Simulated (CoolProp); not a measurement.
Cyclohexane at several states: density (kg/m³) from the reference equation and from simpler models built on Tc = 553.6 K, pc = 40.81 bar, ω = 0.209; each cubic takes its own stable root.

The numbers come from the reference Helmholtz-energy equation of state, Zhou 2014 in CoolProp.

| T (K) | p (bar) | phase | reference | van der Waals | Redlich-Kwong | Soave-Redlich-Kwong | Peng-Robinson |
|---|---|---|---|---|---|---|---|
| 304.3 | 63.3 | liquid | 773.6 | 487.2 | ___ | 723.7 | ___ |
| 323.5 | 66.8 | liquid | 756.3 | 479.2 | 696.8 | 709.7 | 799.0 |
| 525.2 | 8.79 | gas | 18.68 | ___ | 18.64 | 18.68 | 18.85 |
| 609 | 66.8 | supercritical | ___ | 255.1 | 247.4 | ___ | 237.7 |
| 475 | 0.195 | gas | 0.4166 | 0.4164 | 0.4166 | 0.4166 | 0.4167 |

Question: Fill in the missing entries.

Answer: 
- 304.3, Redlich-Kwong: 712.0
- 304.3, Peng-Robinson: 814.2
- 525.2, van der Waals: 18.37
- 609, reference: 247.8
- 609, Soave-Redlich-Kwong: 223.1
